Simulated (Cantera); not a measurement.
An adiabatic, constant-pressure homogeneous reactor starts with 25.1 % H2, 11.3 % O2, 58.3 % N2, 5.28 % H2O, equivalence ratio 1.1, at 1175 K and 2300000 Pa.

Cantera simulation using the H2/O2 subset of GRI-Mech 3.0, which has no nitrogen chemistry; the numbers are that mechanism's predictions, not measurements. The hydrogen kinetics of GRI-Mech 3.0 are dated; newer H2 mechanisms differ, most at raised pressure. The pressure lies above the range GRI-Mech 3.0 was tuned for (to about 10 atm).

Problem. Predict: time of steepest temperature rise; temperature at 4.00 s; equilibrium temperature; x(H2) at 4.00 s; x(O2) at 4.00 s; x(H2O) at 4.00 s; x(H) at 4.00 s; x(OH) at 4.00 s; x(H2O2) at 4.00 s; x(O) at 4.00 s.

Solution. 
- time of steepest temperature rise: 0.254 ms
- temperature at 4.00 s: 2688 K
- equilibrium temperature: 2688 K
- x(H2) at 4.00 s: 0.0315 (gas-phase equilibrium 0.0315)
- x(O2) at 4.00 s: 0.000805 (gas-phase equilibrium 0.000805)
- x(H2O) at 4.00 s: 0.306 (gas-phase equilibrium 0.306)
- x(H) at 4.00 s: 0.00203 (gas-phase equilibrium 0.00203)
- x(OH) at 4.00 s: 0.00498 (gas-phase equilibrium 0.00498)
- x(H2O2) at 4.00 s: 4.28e-7 (gas-phase equilibrium 4.28e-7)
- x(O) at 4.00 s: 0.000205 (gas-phase equilibrium 0.000205)
